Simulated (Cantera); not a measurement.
What does this Cantera script print?

```python
import numpy as np
import cantera as ct

gas_names = """
    CH4 CH3 H2 HCN C2H6 NH3
""".split()
cond_names = """
    TiC(s) TiC(L) Ti(a) Ti(b) Ti(L)
""".split()


# ... load() reads the species with a 1 bar reference pressure and builds the phases ...
species = {s.name: s for s in load("nasa_gas.yaml", gas_names) + load("nasa_condensed.yaml", cond_names)}
# Each term lists the table entries of one substance; the one whose range holds T is used.
reactions = {
    'TiC + 3 CH4(g) = 4 CH3(g) + Ti':
        [(-1, ['TiC(s)', 'TiC(L)']), (-3, ['CH4']), (4, ['CH3']), (1, ['Ti(a)', 'Ti(b)', 'Ti(L)'])],
    '3 H2(g) + 2 TiC = 2 CH3(g) + 2 Ti':
        [(-3, ['H2']), (-2, ['TiC(s)', 'TiC(L)']), (2, ['CH3']), (2, ['Ti(a)', 'Ti(b)', 'Ti(L)'])],
    '5 Ti + 3 HCN(g) + C2H6(g) = 5 TiC + 3 NH3(g)':
        [(-5, ['Ti(a)', 'Ti(b)', 'Ti(L)']), (-3, ['HCN']), (-1, ['C2H6']), (5, ['TiC(s)', 'TiC(L)']), (3, ['NH3'])],
}


def pick(names, T):
    return next(species[n] for n in names if species[n].thermo.min_temp <= T <= species[n].thermo.max_temp)


results = []
for label, terms in reactions.items():
    print(label)
    print("     T/K   dH/kJ  dS/(J/K)   dG/kJ   log10 K")
    for T in [1275, 1300, 1325, 1350, 1375, 1400]:
        used = [(nu, pick(names, T)) for nu, names in terms]
        dH = sum(nu * s.thermo.h(T) for nu, s in used) / 1e6
        dS = sum(nu * s.thermo.s(T) for nu, s in used) / 1e3
        dG = dH - T * dS / 1e3
        logK = -dG * 1e6 / (ct.gas_constant * T * np.log(10))
        results.append((label, T, dH, dS, dG, logK, [s.name for _, s in used]))
        print(f"{T:8g} {dH:8.1f} {dS:8.1f} {dG:8.1f} {logK:8.2f}")
```

It prints:

```
TiC + 3 CH4(g) = 4 CH3(g) + Ti
     T/K   dH/kJ  dS/(J/K)   dG/kJ   log10 K
    1275   1007.2    247.5    691.6   -28.33
    1300   1006.8    247.2    685.5   -27.54
    1325   1006.4    246.9    679.3   -26.78
    1350   1005.9    246.5    673.1   -26.04
    1375   1005.5    246.2    667.0   -25.34
    1400   1005.0    245.9    660.8   -24.65
3 H2(g) + 2 TiC = 2 CH3(g) + 2 Ti
     T/K   dH/kJ  dS/(J/K)   dG/kJ   log10 K
    1275    650.5    -18.6    674.1   -27.62
    1300    650.2    -18.8    674.6   -27.11
    1325    649.9    -19.0    675.1   -26.61
    1350    649.6    -19.2    675.5   -26.14
    1375    649.4    -19.4    676.0   -25.68
    1400    649.2    -19.5    676.5   -25.24
5 Ti + 3 HCN(g) + C2H6(g) = 5 TiC + 3 NH3(g)
     T/K   dH/kJ  dS/(J/K)   dG/kJ   log10 K
    1275  -1401.0   -305.5  -1011.5    41.44
    1300  -1400.8   -305.4  -1003.8    40.33
    1325  -1400.7   -305.3   -996.2    39.27
    1350  -1400.6   -305.2   -988.6    38.25
    1375  -1400.5   -305.2   -980.9    37.26
    1400  -1400.5   -305.1   -973.3    36.31
```

Cantera with NASA thermochemical tables; ideal gases at 1 bar, condensed phases pure. TiC: taken at fixed stoichiometry. Condensed species are held in their standard states even where they would react or evaporate.
